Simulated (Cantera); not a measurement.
An adiabatic, constant-volume homogeneous reactor starts with C₃H₈ : O₂ : N₂ : H₂ = 1 : 8.62 : 22.4 : 1.3 (molar parts), at 1823 K and 760 Torr.

Computed with Cantera and GRI-Mech 3.0 (53 species, 325 reactions). GRI-Mech 3.0 was tuned for natural gas; its chemistry of propane as a main component is partial and can be far from experiment.

**Question.** Predict: time of steepest temperature rise; temperature at 8.00 s; equilibrium temperature; x(O₂) at 8.00 s; x(CO₂) at 8.00 s; x(H₂) at 8.00 s.

**Answer.** 
| Quantity | Result |
|---|---|
| time of steepest temperature rise | 7.75 µs |
| temperature at 8.00 s | 2981 K |
| equilibrium temperature | 2981 K |
| x(O₂) at 8.00 s | 0.0788 (gas-phase equilibrium 0.0788) |
| x(CO₂) at 8.00 s | 0.0459 (gas-phase equilibrium 0.0459) |
| x(H₂) at 8.00 s | 0.0126 (gas-phase equilibrium 0.0126) |
